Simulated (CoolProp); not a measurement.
Properties of hydrogen chloride along the isobar 5.93 MPa (Tc = 51.5 °C, pc = 8.314 MPa, ω = 0.130).

Values from CoolProp's reference Helmholtz-energy equation of state, Thol 2018.

```
T (°C)   phase       Z  isothermal compressibility (1/MPa)  expansivity (1/kK)
------  ------  ------  ----------------------------------  ------------------
-76.25  liquid  0.1127                            0.001187               2.100
-58.95  liquid  0.1077                            0.001507               2.319
-41.65  liquid  0.1040                            0.001976               2.619
-24.35  liquid  0.1016                            0.002712               3.053
-7.15   liquid  0.1007                            0.003990               3.731
10.15   liquid  0.1018                            0.006707               4.997
27.45   liquid  0.1071                             0.01580               8.548
44.65      gas  0.6234                              0.3277               14.76
61.95      gas  0.7148                              0.2525               8.536
79.25      gas  0.7710                              0.2251               6.314
96.45      gas  0.8105                              0.2105               5.140
113.75     gas  0.8405                              0.2013               4.395
131.05     gas  0.8640                              0.1950               3.877
148.25     gas  0.8828                              0.1904               3.495
165.55     gas  0.8985                              0.1869               3.195
182.85     gas  0.9115                              0.1841               2.953
```
